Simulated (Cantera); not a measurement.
An adiabatic, constant-pressure homogeneous reactor starts with H₂ : O₂ : N₂ = 1 : 0.833 : 6.92 (molar parts), at 1323 K and 4.60 bar. Integrator tolerance rtol = 1e-08.

Model: the H2/O2 subset of GRI-Mech 3.0, which has no nitrogen chemistry, integrated in Cantera. The hydrogen kinetics of GRI-Mech 3.0 are dated; newer H2 mechanisms differ, most at raised pressure.

Q: What does this change do: pressure from 4.60 bar to 0.500 bar?

A: 
```tsv
quantity	before	after
time of steepest temperature rise	11.7 µs	92.5 µs
temperature at 6.00 s	2127 K	2117 K
equilibrium temperature	2127 K	2117 K
x(H₂) at 6.00 s	0.000201 (gas-phase equilibrium 0.000201)	0.000565 (gas-phase equilibrium 0.000565)
x(O₂) at 6.00 s	0.0399 (gas-phase equilibrium 0.0399)	0.0396 (gas-phase equilibrium 0.0396)
x(H) at 6.00 s	2.45e-5 (gas-phase equilibrium 2.45e-5)	0.000117 (gas-phase equilibrium 0.000117)
x(H₂O) at 6.00 s	0.120 (gas-phase equilibrium 0.120)	0.119 (gas-phase equilibrium 0.119)
x(H₂O₂) at 6.00 s	1.42e-7 (gas-phase equilibrium 1.42e-7)	4.48e-8 (gas-phase equilibrium 4.48e-8)
x(OH) at 6.00 s	0.00182 (gas-phase equilibrium 0.00182)	0.00301 (gas-phase equilibrium 0.00301)
```

Q: What does this change do: 0.15 parts H2O added?

A: 
```json
[
 {"quantity": "time of steepest temperature rise", "before": "11.7 µs", "after": "12.4 µs"},
 {"quantity": "temperature at 6.00 s", "before": "2127 K", "after": "2109 K"},
 {"quantity": "equilibrium temperature", "before": "2127 K", "after": "2109 K"},
 {"quantity": "x(H₂) at 6.00 s", "before": "0.000201 (gas-phase equilibrium 0.000201)", "after": "0.000202 (gas-phase equilibrium 0.000202)"},
 {"quantity": "x(O₂) at 6.00 s", "before": "0.0399 (gas-phase equilibrium 0.0399)", "after": "0.0392 (gas-phase equilibrium 0.0392)"},
 {"quantity": "x(H) at 6.00 s", "before": "2.45e-5 (gas-phase equilibrium 2.45e-5)", "after": "2.20e-5 (gas-phase equilibrium 2.20e-5)"},
 {"quantity": "x(H₂O) at 6.00 s", "before": "0.120 (gas-phase equilibrium 0.120)", "after": "0.136 (gas-phase equilibrium 0.136)"},
 {"quantity": "x(H₂O₂) at 6.00 s", "before": "1.42e-7 (gas-phase equilibrium 1.42e-7)", "after": "1.51e-7 (gas-phase equilibrium 1.51e-7)"},
 {"quantity": "x(OH) at 6.00 s", "before": "0.00182 (gas-phase equilibrium 0.00182)", "after": "0.00178 (gas-phase equilibrium 0.00178)"}
]
```
